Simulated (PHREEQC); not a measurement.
H3PO4 is added in steps, without added water, to 1 kg of water holding 16 mmol/kgw Cu(NO3)2, at 25 °C. O2 is buffered at 0.21 atm. The system is closed to CO2. The run lets Tenorite, Cu2(OH)3NO3, Cu3(PO4)2:3H2O precipitate or redissolve, and no other solid.

Base run: PHREEQC, ion-association model, wateq4f.dat. Each further column changes one thing. The table gives pH.

```
H3PO4 added (mol)  base  Debye-Hückel limiting law  Davies equation for every ion  metal-ligand complexes left out  all activity coefficients set to 1
-----------------  ----  -------------------------  -----------------------------  -------------------------------  ----------------------------------
0                  4.64                       4.71                           4.66                             4.64                                4.52
0.0002333          3.71                       3.75                           3.72                             3.71                                3.64
0.0004667          3.42                       3.46                           3.43                             3.42                                3.36
0.0007             3.25                       3.29                           3.27                             3.25                                3.19
0.0009333          3.13                       3.17                           3.15                             3.13                                3.08
0.001167           3.05                       3.08                           3.06                             3.05                                2.99
0.0014             2.97                       3.01                           2.99                             2.97                                2.92
```

H3PO4, which wateq4f.dat lacks, is added to it with the constant of phreeqc.dat. The database has no phosphate complexes of Cu.
